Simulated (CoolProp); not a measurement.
Properties of tetradecamethylhexasiloxane (MD4M) at several states (Tc = 380.0 °C, pc = 0.8286 MPa, ω = 0.800).

The numbers come from the reference Helmholtz-energy equation of state, Thol 2019 in CoolProp.

```json
[
 {"T (°C)": "66.75", "p (MPa)": "0.18", "phase": "liquid", "Z": "0.03454", "speed of sound (m/s)": "(withheld)", "Joule-Thomson coefficient (K/MPa)": "(withheld)", "expansivity (1/kK)": "(withheld)"},
 {"T (°C)": "326.95", "p (MPa)": "0.456", "phase": "liquid", "Z": "0.07853", "speed of sound (m/s)": "(withheld)", "Joule-Thomson coefficient (K/MPa)": "1.107", "expansivity (1/kK)": "4.014"},
 {"T (°C)": "-22.25", "p (MPa)": "0.0233", "phase": "liquid", "Z": "(withheld)", "speed of sound (m/s)": "1116", "Joule-Thomson coefficient (K/MPa)": "-0.5011", "expansivity (1/kK)": "1.051"},
 {"T (°C)": "38.65", "p (MPa)": "0.945", "phase": "liquid", "Z": "(withheld)", "speed of sound (m/s)": "916.5", "Joule-Thomson coefficient (K/MPa)": "-0.4319", "expansivity (1/kK)": "1.095"},
 {"T (°C)": "131.85", "p (MPa)": "0.469", "phase": "liquid", "Z": "0.08163", "speed of sound (m/s)": "655.2", "Joule-Thomson coefficient (K/MPa)": "-0.3160", "expansivity (1/kK)": "(withheld)"},
 {"T (°C)": "73.85", "p (MPa)": "1.85", "phase": "liquid", "Z": "0.3493", "speed of sound (m/s)": "821.6", "Joule-Thomson coefficient (K/MPa)": "-0.3958", "expansivity (1/kK)": "1.130"}
]
```

Question: Fill in the missing entries.

Answer: 
- 66.75, speed of sound (m/s): 827.2
- 66.75, Joule-Thomson coefficient (K/MPa): -0.3989
- 66.75, expansivity (1/kK): 1.145
- 326.95, speed of sound (m/s): 188.8
- -22.25, Z: 0.005498
- 38.65, Z: 0.1913
- 131.85, expansivity (1/kK): 1.280
